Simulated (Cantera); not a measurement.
Feed: 1 mol SiCl₄, 1.7 mol HCl, 13 mol H₂, held at 1100 °C and 100000 Pa.

Method: chemical equilibrium by Gibbs-energy minimisation in Cantera with the NASA 1993 tables (ideal gas, pure condensed phases). Candidate condensed phases: Si; 19 gas species. The tables' values for SiCl₃ are old estimates; treat these amounts as uncertain. Kinetics and transport are ignored.

Base state: H₂ 0.793, HCl 0.144, SiCl₄ 0.0347, SiHCl₃ 0.0121, SiCl₂ 0.00778, SiCl₃ 0.00765, SiH₂Cl₂ 0.000628 (mole fractions); condensed: gas only.

**Question.** What changes in the equilibrium state with this change: temperature from 1100 °C to 677 °C?

**Answer.** 
```csv
species,before,after
H₂,0.793,0.826
HCl,0.144,0.110
SiCl₄,0.0347,0.0616
SiHCl₃,0.0121,0.00211
SiCl₂,0.00778,2.29e-7
SiCl₃,0.00765,2.05e-5
SiH₂Cl₂,0.000628,7.35e-6
```
